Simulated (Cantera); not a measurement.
An adiabatic, constant-volume homogeneous reactor starts with CH₃OH : O₂ : N₂ = 1 : 2.14 : 8.06 (molar parts), equivalence ratio 0.70, at 1275 K and 16.0 bar. Integrator tolerance rtol = 1e-08.

Computed with Cantera and GRI-Mech 3.0 (53 species, 325 reactions). GRI-Mech 3.0 was tuned for natural gas; its chemistry of methanol as a main component is partial and can be far from experiment. The pressure lies above the range GRI-Mech 3.0 was tuned for (to about 10 atm).

**Question.** What does this change do: pressure from 16.0 bar to 3.10 bar?

**Answer.** 
```json
[
 {"quantity": "time of steepest temperature rise", "before": "0.346 ms", "after": "1.20 ms"},
 {"quantity": "temperature at 4.00 s", "before": "2831 K", "after": "2750 K"},
 {"quantity": "equilibrium temperature", "before": "2831 K", "after": "2750 K"},
 {"quantity": "x(CH₃OH) at 4.00 s", "before": "<1e-12 (gas-phase equilibrium <1e-12)", "after": "<1e-12 (gas-phase equilibrium <1e-12)"},
 {"quantity": "x(O₂) at 4.00 s", "before": "0.0478 (gas-phase equilibrium 0.0478)", "after": "0.0502 (gas-phase equilibrium 0.0502)"},
 {"quantity": "x(H₂) at 4.00 s", "before": "0.00294 (gas-phase equilibrium 0.00294)", "after": "0.00466 (gas-phase equilibrium 0.00466)"},
 {"quantity": "x(HCN) at 4.00 s", "before": "6.15e-10 (gas-phase equilibrium 6.15e-10)", "after": "3.55e-10 (gas-phase equilibrium 3.55e-10)"},
 {"quantity": "x(C₂H₆) at 4.00 s", "before": "<1e-12 (gas-phase equilibrium <1e-12)", "after": "<1e-12 (gas-phase equilibrium <1e-12)"},
 {"quantity": "x(H) at 4.00 s", "before": "0.000812 (gas-phase equilibrium 0.000812)", "after": "0.00176 (gas-phase equilibrium 0.00176)"}
]
```
